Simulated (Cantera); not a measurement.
An isothermal, constant-pressure homogeneous reactor starts with CO : O₂ : H₂O : N₂ = 0.0083 : 0.074 : 0.00044 : 1 (molar parts), at 1350 K and 9.80 bar.

Detailed kinetics in Cantera: GRI-Mech 3.0 (53 species, 325 reactions).

x: mole fraction; the columns are a selection and need not sum to one.

```json
[
 {"t (s)": "4.00e-6", "x CO": "0.00767", "x O₂": "0.0683", "x H₂O": "0.000406", "x N₂O": "<1e-12", "x NO": "<1e-12", "x NO₂": "<1e-12"},
 {"t (s)": "1.42e-5", "x CO": "0.00767", "x O₂": "0.0683", "x H₂O": "0.000406", "x N₂O": "1.05e-11", "x NO": "<1e-12", "x NO₂": "<1e-12"},
 {"t (s)": "5.03e-5", "x CO": "0.00767", "x O₂": "0.0683", "x H₂O": "0.000406", "x N₂O": "1.28e-10", "x NO": "<1e-12", "x NO₂": "<1e-12"},
 {"t (s)": "0.000179", "x CO": "0.00766", "x O₂": "0.0683", "x H₂O": "0.000406", "x N₂O": "1.67e-9", "x NO": "<1e-12", "x NO₂": "<1e-12"},
 {"t (s)": "0.000634", "x CO": "0.00763", "x O₂": "0.0683", "x H₂O": "0.000405", "x N₂O": "6.07e-8", "x NO": "4.83e-11", "x NO₂": "1.85e-12"},
 {"t (s)": "0.00225", "x CO": "0.00634", "x O₂": "0.0677", "x H₂O": "0.000401", "x N₂O": "1.95e-6", "x NO": "3.52e-8", "x NO₂": "4.67e-9"},
 {"t (s)": "0.00797", "x CO": "(withheld)", "x O₂": "0.0662", "x H₂O": "0.000403", "x N₂O": "(withheld)", "x NO": "(withheld)", "x NO₂": "(withheld)"},
 {"t (s)": "0.0283", "x CO": "0.000495", "x O₂": "0.0650", "x H₂O": "0.000406", "x N₂O": "8.05e-6", "x NO": "1.62e-6", "x NO₂": "2.90e-7"},
 {"t (s)": "0.100", "x CO": "(withheld)", "x O₂": "0.0648", "x H₂O": "0.000407", "x N₂O": "(withheld)", "x NO": "2.32e-6", "x NO₂": "(withheld)"},
 {"t (s)": "0.356", "x CO": "5.55e-8", "x O₂": "0.0648", "x H₂O": "0.000408", "x N₂O": "9.73e-8", "x NO": "2.49e-6", "x NO₂": "4.19e-8"},
 {"t (s)": "1.26", "x CO": "3.90e-9", "x O₂": "0.0648", "x H₂O": "0.000408", "x N₂O": "7.21e-8", "x NO": "2.50e-6", "x NO₂": "3.85e-8"},
 {"t (s)": "4.48", "x CO": "3.90e-9", "x O₂": "0.0648", "x H₂O": "0.000408", "x N₂O": "7.21e-8", "x NO": "2.50e-6", "x NO₂": "3.87e-8"},
 {"t (s)": "15.9", "x CO": "3.90e-9", "x O₂": "0.0648", "x H₂O": "0.000408", "x N₂O": "7.21e-8", "x NO": "2.53e-6", "x NO₂": "3.91e-8"},
 {"t (s)": "56.4", "x CO": "3.90e-9", "x O₂": "0.0648", "x H₂O": "0.000408", "x N₂O": "7.21e-8", "x NO": "2.64e-6", "x NO₂": "4.07e-8"},
 {"t (s)": "200", "x CO": "3.90e-9", "x O₂": "0.0648", "x H₂O": "0.000408", "x N₂O": "7.21e-8", "x NO": "3.01e-6", "x NO₂": "4.64e-8"}
]
```

Problem. What belongs in the gaps?

Solution. 
- 0.00797, x CO: 0.00316
- 0.00797, x N₂O: 6.25e-6
- 0.00797, x NO: 4.73e-7
- 0.00797, x NO₂: 7.37e-8
- 0.100, x CO: 1.10e-5
- 0.100, x N₂O: 2.59e-6
- 0.100, x NO₂: 1.91e-7
